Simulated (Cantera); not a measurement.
Input (Python, Cantera):

```python
import numpy as np
import cantera as ct

gas = ct.Solution("gri30.yaml")
gas.TPX = 398, 160000, {'CH3OH': 1, 'O2': 1.36, 'N2': 11.9}
inlet = ct.Reservoir(gas, clone=True)
gas.equilibrate("HP")  # start burning
reactor = ct.IdealGasConstPressureReactor(gas, energy="on", clone=False)
exhaust = ct.Reservoir(gas, clone=True)
tau = [0.3, 0.1, 0.034, 0.012, 0.0039, 0.0013, 0.00044, 0.00015, 5e-05, 1.7e-05][0]
for a, b in ((inlet, reactor), (reactor, exhaust)):
    ct.MassFlowController(a, b, mdot=lambda t: reactor.mass / tau)
net = ct.ReactorNet([reactor])
show = ['CH3OH', 'O2', 'CH4', 'C2H', 'NO', 'H2']

rows = []
print(f"{'tau/s':>10s}{'T/K':>9s}" + "".join(f"{s:>11s}" for s in show))
for tau in [0.3, 0.1, 0.034, 0.012, 0.0039, 0.0013, 0.00044, 0.00015, 5e-05, 1.7e-05]:
    net.initial_time = 0.0
    net.advance(30 * tau)
    before = gas.X
    net.advance(40 * tau)
    drift = np.max(np.abs(gas.X - before) / (gas.X + 1e-9))
    rows.append([gas.T, *gas[show].X, drift])
    print(f"{tau:10.3e}{gas.T:9.1f}" + "".join(f"{x:11.3e}" for x in gas[show].X))
```

It prints:

```
     tau/s      T/K      CH3OH         O2        CH4        C2H         NO         H2
 3.000e-01   1556.9  1.558e-06  1.338e-04  5.554e-07  5.918e-14  9.403e-06  8.289e-03
 1.000e-01   1552.2  2.952e-06  2.867e-04  1.142e-06  2.314e-13  1.333e-05  8.368e-03
 3.400e-02   1544.3  5.730e-06  5.950e-04  2.502e-06  9.381e-13  1.689e-05  8.536e-03
 1.200e-02   1531.6  1.143e-05  1.161e-03  5.799e-06  3.778e-12  1.861e-05  8.820e-03
 3.900e-03   1509.3  2.655e-05  2.318e-03  1.593e-05  1.658e-11  1.695e-05  9.261e-03
 1.300e-03   1468.4  7.617e-05  4.925e-03  4.904e-05  5.290e-11  1.047e-05  9.831e-03
 4.400e-04    398.0  7.013e-02  9.537e-02 -1.104e-18 -1.518e-52 -4.138e-21 -1.183e-16
 1.500e-04    398.0  7.013e-02  9.537e-02 -5.576e-22  5.270e-62 -2.090e-24 -5.973e-20
 5.000e-05    398.0  7.013e-02  9.537e-02 -3.522e-23 -7.015e-62 -1.320e-25 -3.773e-21
 1.700e-05    398.0  7.013e-02  9.537e-02 -2.225e-24  7.252e-66 -8.338e-27 -2.383e-22
```

Cantera simulation using GRI-Mech 3.0 (53 species, 325 reactions); the numbers are that mechanism's predictions, not measurements. GRI-Mech 3.0 was tuned for natural gas; its chemistry of methanol as a main component is partial and can be far from experiment.
